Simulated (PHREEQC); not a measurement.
Consider water at 35 °C with 0.018 mol H2SO4 and 0.013 mol AlCl3 per kg of water. Closed to the air; pH follows from the charge balance.

Equilibrium calculation in PHREEQC: ion-association model, phreeqc.dat.

Precipitation was switched off in this run.

**Question.** Predict the pH, ionic strength.

**Answer.** pH 1.60; ionic strength 0.0726 mol/kgw.

**Question.** In which forms is Al present?

**Answer.** AlSO4+ 57 %, Al+3 40 %, Al(SO4)2- 2.9 % of the Al.
